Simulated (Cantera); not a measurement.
Feed: 1 mol SiO₂, 0.16 mol Al₂O₃, 0.58 mol H₂O, equilibrated at 13.3 mbar.

Method: chemical equilibrium by Gibbs-energy minimisation in Cantera with the NASA 1993 tables (ideal gas, pure condensed phases). Candidate condensed phases: Al, Al₂O₃, Al₂SiO₅, Al₆Si₂O₁₃, H₂O, Si, SiO₂; 28 gas species. Mutual solubility and eutectic melting of coexisting phases are not modelled. The tables hold silica as quartz up to 1696 K and as liquid above; real silica turns to tridymite and cristobalite and melts near 1996 K. Condensed phases not in the tables: alloys, solid solutions and most ternary compounds. Gases not in the tables: Si(OH)₄. Equilibrium is a limit: real reactors are often held back by kinetics, nucleation or transport.

Question: At 1352 °C, list the 4 most abundant gas species with their mole fractions, and the condensed phases.

Answer: H₂O 0.996, H₂ 0.00236, O₂ 0.00105, OH 0.000528. Condensed: Al₆Si₂O₁₃(mullite) + SiO₂(β-quartz).
